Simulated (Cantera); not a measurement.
What does this Cantera script print?

```python
import numpy as np
import cantera as ct

gas_names = """
    CL2 ALCL3 H2 HCL KCL LiCL Fe2CL6
""".split()
cond_names = """
    AL(cr) AL(L) K(cr) K(L) Li(cr) Li(L) Fe(a) Fe(c) Fe(d) Fe(L)
""".split()


def load(file, names, dense=False):
    # The tables refer to 1 bar. Condensed volumes are neglected.
    table = {s.name: s for s in ct.Species.list_from_file(file)}
    out = []
    for n in names:
        d = dict(table[n].input_data)
        d["thermo"] = dict(d["thermo"], **{"reference-pressure": 1e5})
        if dense:
            d["equation-of-state"] = {"model": "constant-volume", "density": "1e6 g/cm^3"}
        out.append(ct.Species.from_dict(d))
    return out


species = {s.name: s for s in load("nasa_gas.yaml", gas_names) + load("nasa_condensed.yaml", cond_names)}
# Each term lists the table entries of one substance; the one whose range holds T is used.
reactions = {
    '0.6667 Al + Cl2(g) = 0.6667 AlCl3(g)':
        [(-0.6666666666666666, ['AL(cr)', 'AL(L)']), (-1, ['CL2']), (0.6666666666666666, ['ALCL3'])],
    'H2(g) + Cl2(g) = 2 HCl(g)':
        [(-1, ['H2']), (-1, ['CL2']), (2, ['HCL'])],
    '2 K + Cl2(g) = 2 KCl(g)':
        [(-2, ['K(cr)', 'K(L)']), (-1, ['CL2']), (2, ['KCL'])],
    '2 Li + Cl2(g) = 2 LiCl(g)':
        [(-2, ['Li(cr)', 'Li(L)']), (-1, ['CL2']), (2, ['LiCL'])],
    '0.6667 Fe + Cl2(g) = 0.3333 Fe2Cl6(g)':
        [(-0.6666666666666666, ['Fe(a)', 'Fe(c)', 'Fe(d)', 'Fe(L)']), (-1, ['CL2']), (0.3333333333333333, ['Fe2CL6'])],
}


def pick(names, T):
    return next(species[n] for n in names if species[n].thermo.min_temp <= T <= species[n].thermo.max_temp)


results = []
for label, terms in reactions.items():
    print(label)
    print("     T/K   dH/kJ  dS/(J/K)   dG/kJ   log10 K")
    for T in [300, 350, 500, 650, 800, 950, 1100, 1250, 1400]:
        used = [(nu, pick(names, T)) for nu, names in terms]
        dH = sum(nu * s.thermo.h(T) for nu, s in used) / 1e6
        dS = sum(nu * s.thermo.s(T) for nu, s in used) / 1e3
        dG = dH - T * dS / 1e3
        logK = -dG * 1e6 / (ct.gas_constant * T * np.log(10))
        results.append((label, T, dH, dS, dG, logK, [s.name for _, s in used]))
        print(f"{T:8g} {dH:8.1f} {dS:8.1f} {dG:8.1f} {logK:8.2f}")
```

Output:

```
0.6667 Al + Cl2(g) = 0.6667 AlCl3(g)
     T/K   dH/kJ  dS/(J/K)   dG/kJ   log10 K
     300   -389.7    -32.3   -380.0    66.17
     350   -389.8    -32.6   -378.4    56.48
     500   -390.1    -33.3   -373.5    39.02
     650   -390.4    -33.8   -368.4    29.61
     800   -390.9    -34.4   -363.3    23.72
     950   -398.7    -42.8   -358.0    19.68
    1100   -399.3    -43.4   -351.5    16.69
    1250   -399.9    -43.9   -345.0    14.41
    1400   -400.4    -44.4   -338.3    12.62
H2(g) + Cl2(g) = 2 HCl(g)
     T/K   dH/kJ  dS/(J/K)   dG/kJ   log10 K
     300   -184.6     20.0   -190.6    33.19
     350   -184.9     19.2   -191.6    28.60
     500   -185.8     17.0   -194.3    20.30
     650   -186.8     15.2   -196.7    15.81
     800   -187.8     13.9   -198.9    12.99
     950   -188.6     13.0   -200.9    11.05
    1100   -189.2     12.4   -202.8     9.63
    1250   -189.7     12.0   -204.7     8.55
    1400   -190.1     11.7   -206.4     7.70
2 K + Cl2(g) = 2 KCl(g)
     T/K   dH/kJ  dS/(J/K)   dG/kJ   log10 K
     300   -429.4    125.6   -467.1    81.33
     350   -435.2    108.3   -473.1    70.61
     500   -438.8     99.7   -488.7    51.05
     650   -442.1     93.9   -503.2    40.43
     800   -445.3     89.5   -516.9    33.75
     950   -448.5     85.8   -530.0    29.14
    1100   -452.0     82.5   -542.7    25.77
    1250   -455.9     79.1   -554.8    23.18
    1400   -460.5     75.7   -566.4    21.13
2 Li + Cl2(g) = 2 LiCl(g)
     T/K   dH/kJ  dS/(J/K)   dG/kJ   log10 K
     300   -391.5    144.4   -434.8    75.70
     350   -392.4    141.7   -441.9    65.95
     500   -401.7    120.5   -462.0    48.26
     650   -405.2    114.4   -479.6    38.54
     800   -408.5    109.9   -496.4    32.41
     950   -411.6    106.3   -512.6    28.18
    1100   -414.6    103.3   -528.3    25.09
    1250   -417.6    100.8   -543.6    22.72
    1400   -420.6     98.6   -558.5    20.84
0.6667 Fe + Cl2(g) = 0.3333 Fe2Cl6(g)
     T/K   dH/kJ  dS/(J/K)   dG/kJ   log10 K
     300   -218.1    -62.3   -199.4    34.72
     350   -217.8    -61.2   -196.3    29.30
     500   -217.0    -59.4   -187.3    19.57
     650   -216.6    -58.7   -178.5    14.34
     800   -216.6    -58.6   -169.7    11.08
     950   -217.2    -59.3   -160.8     8.84
    1100   -219.7    -61.7   -151.8     7.21
    1250   -220.4    -62.4   -142.5     5.95
    1400   -220.4    -62.4   -133.1     4.97
```

Source: NASA polynomial tables (part measured, part estimated), evaluated in Cantera. Condensed species are held in their standard states even where they would react or evaporate.
